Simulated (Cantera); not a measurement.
Cantera run, input and output.

```python
import numpy as np
import cantera as ct

gas = ct.Solution("h2o2.yaml")
gas.TPX = 725, 56000, {'H2': 1, 'O2': 0.385, 'N2': 1.45}
inlet = ct.Reservoir(gas, clone=True)
gas.equilibrate("HP")  # start burning
reactor = ct.IdealGasConstPressureReactor(gas, energy="on", clone=False)
exhaust = ct.Reservoir(gas, clone=True)
tau = [0.032, 0.017, 0.0088, 0.0046, 0.0024, 0.0013, 0.00067, 0.00035, 0.00019, 9.8e-05, 5.2e-05, 2.7e-05][0]
for a, b in ((inlet, reactor), (reactor, exhaust)):
    ct.MassFlowController(a, b, mdot=lambda t: reactor.mass / tau)
net = ct.ReactorNet([reactor])
show = ['H2', 'O2', 'H2O2', 'O', 'H', 'H2O']

rows = []
print(f"{'tau/s':>10s}{'T/K':>9s}" + "".join(f"{s:>11s}" for s in show))
for tau in [0.032, 0.017, 0.0088, 0.0046, 0.0024, 0.0013, 0.00067, 0.00035, 0.00019, 9.8e-05, 5.2e-05, 2.7e-05]:
    net.initial_time = 0.0
    net.advance(30 * tau)
    before = gas.X
    net.advance(40 * tau)
    drift = np.max(np.abs(gas.X - before) / (gas.X + 1e-9))
    rows.append([gas.T, *gas[show].X, drift])
    print(f"{tau:10.3e}{gas.T:9.1f}" + "".join(f"{x:11.3e}" for x in gas[show].X))
```

Output:

```
     tau/s      T/K         H2         O2       H2O2          O          H        H2O
 3.200e-02   2526.6  9.384e-02  1.380e-03  6.369e-08  1.047e-03  1.494e-02  2.957e-01
 1.700e-02   2507.0  9.399e-02  1.645e-03  6.810e-08  1.246e-03  1.653e-02  2.938e-01
 8.800e-03   2472.6  9.425e-02  2.130e-03  7.482e-08  1.617e-03  1.931e-02  2.904e-01
 4.600e-03   2419.7  9.463e-02  2.923e-03  8.452e-08  2.243e-03  2.365e-02  2.853e-01
 2.400e-03   2343.9  9.506e-02  4.127e-03  1.005e-07  3.222e-03  3.001e-02  2.784e-01
 1.300e-03   2251.9  9.533e-02  5.660e-03  1.278e-07  4.493e-03  3.799e-02  2.705e-01
 6.700e-04   2133.6  9.518e-02  7.713e-03  1.830e-07  6.178e-03  4.873e-02  2.611e-01
 3.500e-04   2003.7  9.441e-02  1.007e-02  2.867e-07  7.972e-03  6.109e-02  2.517e-01
 1.900e-04   1873.8  9.321e-02  1.264e-02  4.684e-07  9.573e-03  7.389e-02  2.430e-01
 9.800e-05   1729.4  9.229e-02  1.606e-02  8.229e-07  1.093e-02  8.804e-02  2.335e-01
 5.200e-05   1590.5  9.462e-02  2.091e-02  1.351e-06  1.154e-02  9.967e-02  2.224e-01
 2.700e-05   1441.3  1.101e-01  3.111e-02  1.949e-06  1.093e-02  1.035e-01  2.024e-01
```

Cantera simulation using the H2/O2 subset of GRI-Mech 3.0, which has no nitrogen chemistry; the numbers are that mechanism's predictions, not measurements.
